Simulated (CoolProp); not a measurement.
Properties of n-decane along the isotherm 305.85 °C.

Values from CoolProp's reference Helmholtz-energy equation of state, Lemmon 2006. It is a short technical equation, of lower accuracy than the large ones.

| p (kPa) | phase | Z | cp (kJ/(kg K)) | Joule-Thomson coefficient (K/MPa) | viscosity (µPa s) | Prandtl number | fugacity coefficient |
|---|---|---|---|---|---|---|---|
| 808 | gas | 0.7888 | 2.992 | 15.46 | 10.3 | 0.871 | 0.8261 |
| 1620 | liquid | 0.1076 | 3.583 | 1.148 | 77.9 | 3.73 | 0.5703 |
| 2420 | liquid | 0.1562 | 3.472 | 0.7713 | 82.9 | 3.77 | 0.4023 |
| 3230 | liquid | 0.2041 | 3.409 | 0.5581 | 87.1 | 3.83 | 0.3174 |
| 4040 | liquid | 0.2509 | 3.367 | 0.4189 | 90.7 | 3.88 | … |
| 4850 | liquid | 0.2968 | 3.337 | 0.3195 | 94.0 | 3.94 | 0.2337 |
| 5660 | liquid | … | 3.313 | 0.2442 | 97.1 | 3.99 | 0.2104 |
| 6470 | liquid | … | 3.295 | 0.1849 | 99.9 | 4.04 | 0.1932 |
| 7270 | liquid | 0.4302 | 3.279 | 0.1374 | 103 | 4.09 | 0.1804 |
| 8080 | liquid | 0.4738 | 3.266 | 0.09734 | 105 | 4.13 | 0.1702 |
| 8890 | liquid | 0.5170 | … | 0.06349 | 108 | 4.18 | 0.1622 |
| 9700 | liquid | 0.5598 | 3.246 | 0.03444 | 110 | 4.22 | 0.1558 |
| 10500 | liquid | 0.6016 | 3.237 | 0.009480 | 112 | 4.26 | 0.1507 |

**Question.** Complete the blanks.

**Answer.** 
- 4040, fugacity coefficient: 0.2669
- 5660, Z: 0.3421
- 6470, Z: 0.3867
- 8890, cp (kJ/(kg K)): 3.255

Viscosity comes from a separate model (Huber 2004). Thermal conductivity comes from a separate model (Huber 2005).
